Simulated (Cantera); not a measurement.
A closed system holds: 1 mol SiH4, 34 mol N2, equilibrated at 1527 °C and 0.133 bar.

Equilibrium computed with Cantera from the NASA thermochemical tables; the gas is ideal and each condensed phase is pure. Candidate condensed phases: Si, Si3N4; 18 gas species. The numbers say what is thermodynamically allowed, not how fast it happens.

Base state: N2 0.943, H2 0.0565, H 0.000233 (mole fractions); condensed: Si3N4(s).

What changes in the equilibrium state with this change: 0.39 mol H2O added?


| species | before | after |
|---|---|---|
| N2 | 0.943 | 0.932 |
| H2 | 0.0565 | 0.0664 |
| SiO | 0 | 0.00102 |
| H | 0.000233 | 0.000253 |
| Si3N4(s), mol | 0.333 | 0.0854 |
| Si2N2O(s), mol | 0 | 0.353 |
Mutual solubility and eutectic melting of coexisting phases are not modelled. Further candidate phases: H2O, SiO2, Si2N2O.
